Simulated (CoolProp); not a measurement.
Vapour-liquid equilibrium of C2F6 (R116) (1) + R134a (2) at 0.246 MPa; x and y are mole fractions of (1).

Model: multi-fluid Helmholtz-energy mixture model, Lemmon 2006 and Tillner-Roth 1994; pair parameters Bell 2016, in CoolProp.

Problem. Give the bubble temperature and the first vapour's composition at x = 0.05, 0.35, 0.65. Is there an azeotrope?

Solution. x = 0.05: 249.1 K, y = 0.550; x = 0.35: 219.0 K, y = 0.918; x = 0.65: 216.9 K, y = 0.933. No azeotrope shows between x = 0.05 and 0.95.

Pair parameters are fitted to limited data, so mixtures are less certain than the pure fluids. With so large a gap from Raoult's law the liquid may split in two, which this calculation doesn't test in full.
